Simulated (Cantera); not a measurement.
An adiabatic, constant-volume homogeneous reactor starts with CH₄ : O₂ : N₂ = 1 : 1.33 : 7.6 (molar parts), equivalence ratio 1.5, at 1273 K and 6.22 atm. Integrator tolerance rtol = 1e-08.

Model: GRI-Mech 3.0 (53 species, 325 reactions), integrated in Cantera.

Task: What does this change do: initial temperature 1273 to 1350 K?

Result: 
```csv
quantity,before,after
time of steepest temperature rise,5.58 ms,2.29 ms
temperature at 5.00 s,2653 K,2710 K
equilibrium temperature,2653 K,2710 K
x(CH₄) at 5.00 s,3.36e-11 (gas-phase equilibrium 3.79e-11),2.54e-11 (gas-phase equilibrium 2.87e-11)
x(O₂) at 5.00 s,5.46e-5 (gas-phase equilibrium 5.46e-5),9.18e-5 (gas-phase equilibrium 9.18e-5)
x(CH₃) at 5.00 s,3.11e-11 (gas-phase equilibrium 3.51e-11),2.94e-11 (gas-phase equilibrium 3.33e-11)
x(N₂O) at 5.00 s,9.08e-8 (gas-phase equilibrium 9.08e-8),1.26e-7 (gas-phase equilibrium 1.26e-7)
x(NO) at 5.00 s,0.000457 (gas-phase equilibrium 0.000457),0.000645 (gas-phase equilibrium 0.000645)
x(HCN) at 5.00 s,1.77e-7 (gas-phase equilibrium 1.77e-7),1.71e-7 (gas-phase equilibrium 1.71e-7)
```
